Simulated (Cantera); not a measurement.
An isothermal, constant-pressure homogeneous reactor starts with NH3 : H2 = 1 : 0.1 (molar parts), at 1823 K and 2300 Pa. Integrator tolerance rtol = 1e-08.

Model: the gas-phase N/H chemistry of the illustrative SiF4/NH3 mechanism in the Surface Chemkin manual (1991), integrated in Cantera. Walls and surfaces, which speed up NH3 decomposition in real reactors, are not modelled.

| quantity | before | after |
|---|---|---|
| x(NH3) at 2.00 s | 0.568 (gas-phase equilibrium 2.05e-7) | 0.0261 (gas-phase equilibrium 8.96e-6) |
| x(H2) at 2.00 s | 0.342 (gas-phase equilibrium 0.760) | 0.742 (gas-phase equilibrium 0.762) |
| x(N2) at 2.00 s | 0.0892 (gas-phase equilibrium 0.238) | 0.231 (gas-phase equilibrium 0.238) |
| x(N2H2) at 2.00 s | 3.05e-6 (gas-phase equilibrium <1e-12) | 1.25e-8 (gas-phase equilibrium <1e-12) |
| x(NH) at 2.00 s | 5.70e-6 (gas-phase equilibrium 2.77e-10) | 6.02e-7 (gas-phase equilibrium 2.77e-10) |
| x(N2H4) at 2.00 s | 1.11e-8 (gas-phase equilibrium <1e-12) | 2.10e-9 (gas-phase equilibrium <1e-12) |
| x(N) at 2.00 s | 2.79e-7 (gas-phase equilibrium 1.75e-10) | 4.97e-8 (gas-phase equilibrium 2.66e-11) |

What was changed between the two runs?
(A) pressure from 2300 Pa to 13300 Pa
(B) H2 0.1 to 0.29 parts
(C) pressure from 2300 Pa to 100000 Pa
(D) H2 0.1 to 0.46 parts

C, pressure from 2300 Pa to 100000 Pa
